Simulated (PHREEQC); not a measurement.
1 kg of water holding 14 mmol/kgw NaBr and 0.28 mmol/kgw CaSO4 is evaporated at 25 °C; the solids stay in contact with the brine. CO2 from the air is kept out. The run lets Glauberite, Gypsum, Anhydrite, Mirabilite, Portlandite, Thenardite precipitate or redissolve, and no other solid.

The series has 28 steps of water left (kg), from 1 to 0.005011.

Equilibrium calculation in PHREEQC: Pitzer model, pitzer.dat.

Task: Which solids form, in which order, and at which step of the series does each first stand?

Result: Gypsum from water left = 0.005011 kg.

Species that the database lacks are ignored.
